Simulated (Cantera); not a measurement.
What does this Cantera script print?

```python
import numpy as np
import cantera as ct

gas_names = """
    O3 N2 NO2 Pb
""".split()
cond_names = """
    Pb(cr) Pb(L) PbO(rd) PbO(yw) PbO(L)
""".split()


# ... load() reads the species with a 1 bar reference pressure and builds the phases ...
species = {s.name: s for s in load("nasa_gas.yaml", gas_names) + load("nasa_condensed.yaml", cond_names)}
# Each term lists the table entries of one substance; the one whose range holds T is used.
reactions = {
    'O3(g) + 3 Pb = 3 PbO':
        [(-1, ['O3']), (-3, ['Pb(cr)', 'Pb(L)']), (3, ['PbO(rd)', 'PbO(yw)', 'PbO(L)'])],
    '4 PbO + N2(g) = 2 NO2(g) + 4 Pb(g)':
        [(-4, ['PbO(rd)', 'PbO(yw)', 'PbO(L)']), (-1, ['N2']), (2, ['NO2']), (4, ['Pb'])],
}


def pick(names, T):
    return next(species[n] for n in names if species[n].thermo.min_temp <= T <= species[n].thermo.max_temp)


results = []
for label, terms in reactions.items():
    print(label)
    print("     T/K   dH/kJ  dS/(J/K)   dG/kJ   log10 K")
    for T in [573, 723, 873, 1023, 1173, 1323, 1473, 1623, 1773, 1923]:
        used = [(nu, pick(names, T)) for nu, names in terms]
        dH = sum(nu * s.thermo.h(T) for nu, s in used) / 1e6
        dS = sum(nu * s.thermo.s(T) for nu, s in used) / 1e3
        dG = dH - T * dS / 1e3
        logK = -dG * 1e6 / (ct.gas_constant * T * np.log(10))
        results.append((label, T, dH, dS, dG, logK, [s.name for _, s in used]))
        print(f"{T:8g} {dH:8.1f} {dS:8.1f} {dG:8.1f} {logK:8.2f}")
```

Output:

```
O3(g) + 3 Pb = 3 PbO
     T/K   dH/kJ  dS/(J/K)   dG/kJ   log10 K
     573   -793.4   -218.9   -667.9    60.89
     723   -803.9   -236.9   -632.6    45.70
     873   -799.9   -231.8   -597.5    35.75
    1023   -795.8   -227.5   -563.1    28.75
    1173   -713.9   -156.6   -530.2    23.61
    1323   -706.0   -150.3   -507.2    20.02
    1473   -698.3   -144.7   -485.1    17.20
    1623   -690.8   -139.9   -463.7    14.92
    1773   -683.6   -135.7   -443.1    13.05
    1923   -677.0   -132.1   -423.0    11.49
4 PbO + N2(g) = 2 NO2(g) + 4 Pb(g)
     T/K   dH/kJ  dS/(J/K)   dG/kJ   log10 K
     573   1708.1    681.2   1317.8  -120.13
     723   1696.7    663.5   1217.0   -87.92
     873   1685.4    649.3   1118.6   -66.93
    1023   1674.5    637.8   1022.1   -52.19
    1173   1560.3    538.6    928.5   -41.35
    1323   1545.2    526.5    848.6   -33.50
    1473   1530.5    516.0    770.4   -27.32
    1623   1516.3    506.8    693.8   -22.33
    1773   1502.8    498.9    618.3   -18.22
    1923   1490.1    492.0    544.0   -14.78
```

Standard-state values (1 bar) from the NASA 1993 polynomials, evaluated with Cantera. Condensed species are held in their standard states even where they would react or evaporate.
